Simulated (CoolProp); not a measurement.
Values from CoolProp's reference Helmholtz-energy equation of state, Thol 2018.

Task: For hydrogen chloride, give the phase and the cp (kJ/(kg K)), speed of sound (m/s) at 345.9 K and 2.02 bar; 579.5 K and 6.45 bar.

Result: 
- 345.9 K and 2.02 bar: gas; cp 0.810, speed of sound 331
- 579.5 K and 6.45 bar: gas; cp 0.816, speed of sound 429
